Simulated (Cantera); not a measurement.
Input: 1 mol FeS, 0.29 mol O2, 0.077 mol H2O, held at 13300 Pa.

Cantera equilibrium calculation (NASA polynomials, part measured and part estimated; ideal gas, pure solids and liquids). Candidate condensed phases: Fe, FeO, Fe(OH)2, Fe(OH)3, FeS, FeSO4, FeS2, Fe2O3, Fe2(SO4)3, Fe3O4, H2O, H2SO4, S; 22 gas species. Metal and sulfide melt together well below either melting point, which pure phases cannot show. Mutual solubility and eutectic melting of coexisting phases are not modelled. The tables' stoichiometric FeO is somewhat more stable than real wüstite, so its field is too wide. FeO, FeS: taken at fixed stoichiometry. Rates play no part. All values below are at 1252 °C.

Base state: SO2 0.545, H2O 0.239, S2 0.175, H2 0.0176, H2S 0.00865, SO 0.00796, S2O 0.00599, SH 0.000989 (mole fractions); condensed: FeO(s) + FeS(l).

Q: What changes in the equilibrium state with this change: FeS replaced by CaCO3?

A: 
| species | before | after |
|---|---|---|
| CO2 | 0 | 0.731 |
| O2 | 9.59e-9 | 0.212 |
| H2O | 0.239 | 0.0563 |
| SO2 | 0.545 | 0 |
| S2 | 0.175 | 0 |
| H2 | 0.0176 | 8.79e-7 |
| H2S | 0.00865 | 0 |
| SO | 0.00796 | 0 |
| FeO(s), mol | 0.268 | 0 |
| FeS(l), mol | 0.732 | 0 |
| CaO(s), mol | 0 | 1.00 |
Further candidate phases: C, C6H6, C7H8, C8H18, Ca, CaCO3, CaO, Ca(OH)2.

Q: What changes in the equilibrium state with this change: H2O from 0.077 to 0.35 mol?

A: 
```
species        before    after
-----------  --------  -------
H2O             0.239    0.538
SO2             0.545    0.273
S2              0.175    0.110
H2             0.0176   0.0499
H2S           0.00865   0.0195
Fe(OH)2       4.70e-6  1.06e-5
S2O           0.00599  0.00300
H             8.59e-6  1.45e-5
SO            0.00796  0.00502
SH           0.000989  0.00132
S             6.20e-5  4.92e-5
FeO(s), mol     0.268    0.302
FeS(l), mol     0.732    0.698
```
